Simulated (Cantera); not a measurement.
A closed system holds: 1 mol C₂H₄, 2.6 mol H₂O, equilibrated at 2.70 Torr.

Equilibrium computed with Cantera from the NASA thermochemical tables; the gas is ideal and each condensed phase is pure. Candidate condensed phases: C, C₆H₆, C₇H₈, C₈H₁₈, H₂O; 131 gas species. Ions and electrons are included (thermal ionisation). Rates play no part. All values below are at 3500 K.

Base state: H 0.772, CO 0.171, O 0.0504, H₂ 0.00615, OH 0.000689, CO₂ 3.99e-5, O₂ 3.76e-5, H₂O 1.19e-5 (mole fractions); condensed: gas only.

Q: What changes in the equilibrium state with this change: H₂O from 2.6 to 0.25 mol?

A: 
```tsv
species	before	after
H	0.772	0.753
C	1.14e-6	0.136
CO	0.171	0.0426
O	0.0504	1.05e-7
C₃	<1e-9	0.0363
C₂	<1e-9	0.0247
C₂H	<1e-9	0.00138
OH	0.000689	1.41e-9
CH	1.19e-9	0.000139
```
